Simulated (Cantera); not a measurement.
Charge: 1 mol CuO, 0.39 mol CH4, 1 mol CO, at 12.0 mbar.

Method: chemical equilibrium by Gibbs-energy minimisation in Cantera with the NASA 1993 tables (ideal gas, pure condensed phases). Candidate condensed phases: C, C6H6, C7H8, C8H18, Cu, CuO, Cu(OH)2, Cu2O, H2O; 113 gas species. Kinetics and transport are ignored. All values below are at 2548 K.

Base state: CO 0.355, Cu 0.294, H2 0.0906, H2O 0.0876, H 0.0850, CO2 0.0542, OH 0.0180, O 0.0110 (mole fractions); condensed: gas only.

Q: What changes in the equilibrium state with this change: CH4 from 0.39 to 0.46 mol?

A: 
```tsv
species	before	after
CO	0.355	0.363
Cu	0.294	0.276
H2	0.0906	0.117
CO2	0.0542	0.0401
O	0.0110	0.00796
OH	0.0180	0.0148
H	0.0850	0.0965
H2O	0.0876	0.0817
O2	0.00435	0.00227
CuO	0.000149	0.000101
Cu2	7.79e-5	6.87e-5
```
